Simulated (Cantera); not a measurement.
Thermodynamics of titanium nitride, carbide and oxide coatings, feed TiCl4 + H2O + H2

Feed: 1 mol TiCl4, 4.6 mol H2O, 140 mol H2, held at 1400 K and 73.0 mbar.

These are equilibrium values from Cantera (NASA tables, ideal gas, pure condensed phases), not measurements of a reactor. Candidate condensed phases: H2O, Ti, TiCl2, TiCl3, TiCl4, TiO, TiO2, Ti2O3, Ti3O5, Ti4O7; 23 gas species. Rates play no part.

x(H2): 0.955
x(HCl): 0.0273
x(H2O): 0.0177
x(H): 1.76e-5
n(TiO2(rutile)): 1.00 mol
gas amount: 146.6 mol
log10 activity of Ti4O7(s) (absent): -0.40
log10 activity of Ti3O5(s) (absent): -0.56
log10 activity of Ti2O3(s) (absent): -1.05
